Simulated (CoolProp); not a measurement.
Saturation properties of carbon monoxide (Tc = 132.9 K, pc = 3.498 MPa, ω = 0.050).

Values from CoolProp's reference Helmholtz-energy equation of state, Lemmon 2006. It is a short technical equation, of lower accuracy than the large ones.

| T (K) | p (MPa) | enthalpy of vaporisation (kJ/kg) | vapour Z |
|---|---|---|---|
| 99.2 | 0.5128 | 185.8 | 0.8704 |
| 103.6 | 0.7039 | 176.6 | 0.8382 |
| 108.1 | 0.9475 | 166.0 | 0.8002 |
| 112.6 | 1.246 | 153.8 | 0.7566 |
| 117 | 1.599 | 139.9 | 0.7072 |
| 121.5 | 2.028 | 122.8 | 0.6477 |
| 125.9 | 2.524 | 101.3 | 0.5756 |
| 130.4 | 3.122 | 67.81 | 0.4697 |

It boils at 81.6 K under 1 atm.
